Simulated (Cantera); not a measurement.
# Thermodynamics of silicon carbide growth, feed (CH3)2SiCl2 + H2

Feed: 1 mol (CH3)2SiCl2, 4 mol H2, at 1873 K and 100 Torr.

These are equilibrium values from Cantera (NASA tables, ideal gas, pure condensed phases), not measurements of a reactor. Candidate condensed phases: C, C6H6, C7H8, C8H18, Si, SiC; 109 gas species. The feed counts by its element totals alone. The tables' values for SiCl3, SiCl are old estimates; treat these amounts as uncertain. Rates play no part.

- x(H2) = 0.756
- x(HCl) = 0.235
- x(SiCl2) = 0.00680
- x(H) = 0.00154
- x(Cl) = 0.000362
- x(SiCl3) = 0.000249
- x(C2H2 (acetylene)) = 0.000236
- x(CH4) = 4.64e-5
- x(SiCl4) = 1.29e-5
- n(C(graphite)) = 1.05 mol
- n(SiC(s)) = 0.943 mol
- gas amount = 8.006 mol
- log10 activity of Si(l) (absent) = -1.48
